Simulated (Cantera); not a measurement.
Ammonia decomposition in nitride growth gas

A perfectly stirred reactor is fed with 41.7 % NH3, 58.3 % H2, at 11.3 Torr; it is held at 2398 K, and followed from long to short residence time.

Detailed kinetics in Cantera: the gas-phase N/H chemistry of the illustrative SiF4/NH3 mechanism in the Surface Chemkin manual (1991). Walls and surfaces, which speed up NH3 decomposition in real reactors, are not modelled.

```
τ (s)    x NH3   x H2      x NH    x N2H4     x N2     x NH2   x N2H2
------  ------  -----  --------  --------  -------  --------  -------
0.32    0.0517  0.815   8.58e-5  3.68e-10    0.128  0.000875  1.42e-6
0.13     0.111  0.777  0.000109   1.03e-9    0.107   0.00146  3.24e-6
0.054    0.195  0.723  0.000129   2.22e-9   0.0769   0.00215  6.16e-6
0.022    0.286  0.664  0.000142   3.71e-9   0.0446   0.00278  9.52e-6
0.0091   0.352  0.622  0.000144   4.73e-9   0.0212   0.00313  1.16e-5
0.0037   0.390  0.598  0.000132   4.82e-9  0.00797   0.00316  1.12e-5
0.0015   0.407  0.587   9.74e-5   3.66e-9  0.00209   0.00276  7.58e-6
```
x: mole fraction; the columns are a selection and need not sum to one.
